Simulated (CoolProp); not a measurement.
Computed with CoolProp (reference Helmholtz-energy equation of state, Leachman 2009).

Task: For normal hydrogen, give the phase and the density (kg/m³), cp (kJ/(kg K)), speed of sound (m/s), Joule-Thomson coefficient (K/MPa) at 22 K and 0.0864 MPa.

Result: 
- 22 K and 0.0864 MPa: gas; density 1.02, cp 11.3, speed of sound 377, Joule-Thomson coefficient 15.8
